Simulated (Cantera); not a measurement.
Charge: 1 mol C, 0.89 mol O2, 13 mol N2, equilibrated at 773.15 K.

These are equilibrium values from Cantera (NASA tables, ideal gas, pure condensed phases), not measurements of a reactor. Candidate condensed phases: C; 24 gas species. The ideal-gas law is rough above about 30 bar. Kinetics and transport are ignored.

### Question
Which condensed phases are stable at each of these points (P (Pa)): 10, 160, 2500, 40000, 630000, 10000000?

### Answer
```csv
P (Pa),condensed phases,C condensed (%)
10,gas only,0.0
160,gas only,0.0
2500,gas only,0.0
40000,gas only,0.0
630000,C(graphite),6.6
10000000,C(graphite),9.9
```

From 10.0 Pa to 40000 Pa nothing is condensed. From 630000 Pa to 1.00e7 Pa the condensed part is C(graphite).
